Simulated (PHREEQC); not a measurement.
Solution (20 °C): 2.5 mol SrCl2 and 0.82 mol KBr per kg of water. Closed to the air; pH follows from the charge balance.

All values are PHREEQC results (Pitzer model, pitzer.dat), not measurements.

* **ionic strength**: 8.32 mol/kgw
* **activity of water**: 0.781
* **density**: 1.329 g/cm³
* **osmotic coefficient**: 1.502

| species | molality | activity | log γ |
|---|---|---|---|
| Cl- | 5.00 | 3.32 | -0.178 |
| Sr+2 | 2.50 | 5.90 | 0.373 |
| Br- | 0.820 | 0.732 | -0.049 |
| K+ | 0.820 | 0.836 | 0.009 |
| OH- | 1.25e-7 | 7.92e-9 | -1.200 |
| H+ | 1.25e-7 | 6.75e-7 | 0.731 |

No solid was allowed to form.
